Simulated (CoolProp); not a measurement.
A simple Rankine cycle with isobutene: condensing at 326.15 K, boiler at 1.54 MPa, turbine inlet 369.4 K, turbine efficiency 0.75, pump efficiency 0.8, no recuperator. Each further row changes one setting.

Computed with CoolProp (reference Helmholtz-energy equation of state, Lemmon 2005). It is a short technical equation, of lower accuracy than the large ones.

```
case                             thermal efficiency (%)  net work (kJ/kg)  heat in (kJ/kg)  turbine exit temperature (K)  volume ratio over the turbine
-------------------------------  ----------------------  ----------------  ---------------  ----------------------------  -----------------------------
as stated                                           6.6              25.0              378                         340.4                           2.52
turbine inlet 389.4 K                               6.6              28.1              424                         362.5                           2.45
condensing temperature 318.15 K                     7.9              31.4              398                         334.5                           3.11
boiler pressure 1.08 MPa                            4.1              16.2              396                         354.3                           1.67
turbine efficiency 0.65                             5.7              21.4              378                         342.2                           2.54
```
